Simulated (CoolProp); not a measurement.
Vapour-liquid equilibrium of R114 (1) + benzene (2) at 49.75 °C; x and y are mole fractions of (1).

Model: multi-fluid Helmholtz-energy mixture model, Platzer 1990 and Thol 2012; pair parameters Bell 2016, in CoolProp. This equation is an older, rougher fit; its heat capacities, sound speeds and derivatives of the liquid may be far off and weren't checked against measurements.

```csv
x,bubble pressure (bar),y at the bubble point,dew pressure at overall composition x (bar),liquid density (mol/L)
0.05,0.9227,0.621,0.3773,10.69
0.125,1.559,0.785,0.4091,10.46
0.2,2.016,0.841,0.4469,10.24
0.275,2.353,0.869,0.4922,10.01
0.35,2.615,0.887,0.5476,9.794
0.425,2.830,0.900,0.6171,9.578
0.5,3.021,0.912,0.7066,9.366
0.575,3.201,0.922,0.8263,9.156
0.65,3.383,0.933,0.9941,8.951
0.725,3.573,0.944,1.246,8.748
0.8,3.779,0.956,1.662,8.550
0.875,4.006,0.971,2.436,8.356
0.95,4.256,0.987,3.675,8.167
```

No azeotrope shows between x = 0.05 and 0.95.

The pair parameters rest on a limited set of measurements; away from them the model extrapolates. With so large a gap from Raoult's law the liquid may split in two, which this calculation doesn't test in full.
